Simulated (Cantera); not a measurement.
An isothermal, constant-pressure homogeneous reactor starts with NH₃ : H₂ = 1 : 2.8 (molar parts), at 1798 K and 1.00 bar. Integrator tolerance rtol = 1e-08.

Detailed kinetics in Cantera: the gas-phase N/H chemistry of the illustrative SiF4/NH3 mechanism in the Surface Chemkin manual (1991). Walls and surfaces, which speed up NH3 decomposition in real reactors, are not modelled.

Task: What does this change do: NH3 1 to 7.5 parts?

Result: 
```json
[
 {"quantity": "x(NH₃) at 5.00 s", "before": "0.0133 (gas-phase equilibrium 7.95e-6)", "after": "0.0129 (gas-phase equilibrium 9.35e-6)"},
 {"quantity": "x(H₂) at 5.00 s", "before": "0.888 (gas-phase equilibrium 0.896)", "after": "0.780 (gas-phase equilibrium 0.789)"},
 {"quantity": "x(NH₂) at 5.00 s", "before": "1.27e-5 (gas-phase equilibrium 7.96e-9)", "after": "1.30e-5 (gas-phase equilibrium 9.97e-9)"},
 {"quantity": "x(NH) at 5.00 s", "before": "2.17e-7 (gas-phase equilibrium 1.43e-10)", "after": "2.36e-7 (gas-phase equilibrium 1.91e-10)"},
 {"quantity": "x(N₂H₂) at 5.00 s", "before": "2.32e-9 (gas-phase equilibrium <1e-12)", "after": "2.56e-9 (gas-phase equilibrium <1e-12)"},
 {"quantity": "x(N) at 5.00 s", "before": "1.63e-8 (gas-phase equilibrium 1.13e-11)", "after": "1.88e-8 (gas-phase equilibrium 1.61e-11)"},
 {"quantity": "x(N₂) at 5.00 s", "before": "0.0989 (gas-phase equilibrium 0.104)", "after": "0.207 (gas-phase equilibrium 0.211)"}
]
```

Task: What does this change do: temperature 1798 to 1398 K?

Result: 
| quantity | before | after |
|---|---|---|
| x(NH₃) at 5.00 s | 0.0133 (gas-phase equilibrium 7.95e-6) | 0.263 (gas-phase equilibrium 2.32e-5) |
| x(H₂) at 5.00 s | 0.888 (gas-phase equilibrium 0.896) | 0.737 (gas-phase equilibrium 0.896) |
| x(NH₂) at 5.00 s | 1.27e-5 (gas-phase equilibrium 7.96e-9) | 2.83e-6 (gas-phase equilibrium 2.35e-10) |
| x(NH) at 5.00 s | 2.17e-7 (gas-phase equilibrium 1.43e-10) | 1.98e-9 (gas-phase equilibrium <1e-12) |
| x(N₂H₂) at 5.00 s | 2.32e-9 (gas-phase equilibrium <1e-12) | 3.08e-9 (gas-phase equilibrium <1e-12) |
| x(N) at 5.00 s | 1.63e-8 (gas-phase equilibrium 1.13e-11) | 1.62e-11 (gas-phase equilibrium <1e-12) |
| x(N₂) at 5.00 s | 0.0989 (gas-phase equilibrium 0.104) | 0.000196 (gas-phase equilibrium 0.104) |

Task: What does this change do: pressure from 1.00 bar to 0.0133 bar?

Result: 
```csv
quantity,before,after
x(NH₃) at 5.00 s,0.0133 (gas-phase equilibrium 7.95e-6),0.186 (gas-phase equilibrium 1.05e-7)
x(H₂) at 5.00 s,0.888 (gas-phase equilibrium 0.896),0.783 (gas-phase equilibrium 0.893)
x(NH₂) at 5.00 s,1.27e-5 (gas-phase equilibrium 7.96e-9),0.000195 (gas-phase equilibrium 9.16e-10)
x(NH) at 5.00 s,2.17e-7 (gas-phase equilibrium 1.43e-10),3.57e-6 (gas-phase equilibrium 1.43e-10)
x(N₂H₂) at 5.00 s,2.32e-9 (gas-phase equilibrium <1e-12),6.08e-7 (gas-phase equilibrium <1e-12)
x(N) at 5.00 s,1.63e-8 (gas-phase equilibrium 1.13e-11),2.85e-7 (gas-phase equilibrium 9.82e-11)
x(N₂) at 5.00 s,0.0989 (gas-phase equilibrium 0.104),0.0305 (gas-phase equilibrium 0.104)
```
